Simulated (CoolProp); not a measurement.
Vapour-liquid equilibrium of acetone (1) + toluene (2) at 344 kPa; x and y are mole fractions of (1).

Values from CoolProp's multi-fluid Helmholtz-energy mixture model, Lemmon 2006 and Lemmon 2006; pair parameters Bell 2016.

```
x     bubble temperature, mixture model (K)  bubble temperature, Raoult's law (K)  y, mixture model  y, Raoult's law
----  -------------------------------------  ------------------------------------  ----------------  ---------------
0.05                                  424.2                                 426.6        (withheld)            0.178
0.2                              (withheld)                                 411.0        (withheld)            0.519
0.35                                  394.8                                 399.4             0.700            0.708
0.5                              (withheld)                                 390.3        (withheld)            0.823
0.65                                  381.2                                 383.0        (withheld)            0.899
0.8                              (withheld)                                 376.9             0.929            0.952
0.95                                  371.5                                 371.7        (withheld)            0.990
```

Complete the blanks.


- 0.05, y, mixture model: 0.204
- 0.2, bubble temperature, mixture model (K): 405.9
- 0.2, y, mixture model: 0.539
- 0.5, bubble temperature, mixture model (K): 387.1
- 0.5, y, mixture model: 0.798
- 0.65, y, mixture model: 0.869
- 0.8, bubble temperature, mixture model (K): 376.1
- 0.95, y, mixture model: 0.983

The largest gap from Raoult's law is -5.1 K in bubble temperature, at x = 0.2. No azeotrope shows between x = 0.05 and 0.95.

The pair parameters rest on a limited set of measurements; away from them the model extrapolates.
